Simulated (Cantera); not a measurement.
A closed system holds: 1 mol HMDSO, a varied amount of N2O, 3.2 mol O2, equilibrated at 1948 K and 0.170 bar.

Method: chemical equilibrium by Gibbs-energy minimisation in Cantera with the NASA 1993 tables (ideal gas, pure condensed phases). Candidate condensed phases: C, C6H6, C7H8, C8H18, H2O, Si, SiC, SiO2, Si2N2O, Si3N4; 151 gas species. The feed counts by its element totals alone. Gases not in the tables: Si2H6 and higher silanes. Equilibrium is a limit: real reactors are often held back by kinetics, nucleation or transport.

At 0.1 mol N2O, list the 6 most abundant gas species with their mole fractions, and the condensed phases.

H2 0.540, CO 0.346, SiO 0.105, N2 0.00596, H 0.00201, HCN 0.000111. Condensed: SiC(s).
